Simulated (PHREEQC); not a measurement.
1.1 g of hydrous ferric oxide (600 m²/g; 0.2 weak and 0.005 strong sites per Fe, Dzombak-Morel constants, diffuse double layer) in 1 kg of water with 0.01 mol/kgw of an inert sodium salt and 0.0005 mol/kgw SrCl2 and 0.00019 mol/kgw ZnSO4, at 25 °C; the pH is set by adding NaOH or the inert anion's acid. Oxygen is held at 0.21 atm. No CO2 enters from the air. No solid was allowed to form.

The series has 17 steps of pH, from 4 to 12.

All values are PHREEQC results (ion-association model, wateq4f.dat), not measurements.

Task: Near which pH is half of the Sr sorbed, and on which side is more sorbed?

Result: Near pH 9.1, with more sorbed at higher pH.

Task: Near which pH is half of the S sorbed, and on which side is more sorbed?

Result: Near pH 6.9, with more sorbed at lower pH.

Task: Near which pH is half of the Zn sorbed, and on which side is more sorbed?

Result: Near pH 6.1, with more sorbed at higher pH.
